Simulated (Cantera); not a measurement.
Feed: 1 mol C3H6, 0.4 mol NH3, 6.4 mol H2, held at 1673.15 K and 0.0100 bar.

Equilibrium computed with Cantera from the NASA thermochemical tables; the gas is ideal and each condensed phase is pure. Candidate condensed phases: C, C6H6, C7H8, C8H18; 92 gas species. Equilibrium is a limit: real reactors are often held back by kinetics, nucleation or transport.

What is the equilibrium state?


| Property | Result |
|---|---|
| x(H2) | 0.979 |
| x(N2) | 0.0194 |
| x(H) | 0.00113 |
| x(HCN) | 0.000434 |
| x(C2H2 (acetylene)) | 5.59e-5 |
| x(HNC) | 1.21e-5 |
| x(CH4) | 1.16e-5 |
| n(C(graphite)) | 2.99 mol |
| gas amount | 10.21 mol |
